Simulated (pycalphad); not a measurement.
# Phase fractions of Al-1.05Si-20.16Mg (at.%)

Computed with pycalphad from the COST 507 light-alloy database (1999), at 1 atm. The database dates from 1999; later assessments differ in places, in temperatures and in the compounds included. Phase fractions are per mole of atoms. Diffusion is slow at the low end, where real alloys seldom reach equilibrium.

| T (°C) | liquid | fcc | MG2SI | ALMG_BETA |
|---|---|---|---|---|
| 577 | 1.000 | - | - | - |
| 527 | 0.591 | 0.385 | 0.024 | - |
| 477 | 0.256 | 0.714 | 0.030 | - |
| 427 | - | 0.817 | 0.031 | 0.152 |
| 377 | - | 0.720 | 0.031 | 0.249 |
| 327 | - | 0.654 | 0.031 | 0.315 |
| 277 | - | 0.606 | 0.031 | 0.362 |
| 227 | - | 0.572 | 0.031 | 0.396 |
| 177 | - | 0.548 | 0.031 | 0.421 |
| 127 | - | 0.530 | 0.031 | 0.438 |
| 77 | - | 0.518 | 0.031 | 0.450 |

Database names, with the compositions (at.%) that they take in these runs: MG2SI: Mg 67 Si 33; ALMG_BETA: Al 61 Mg 39.
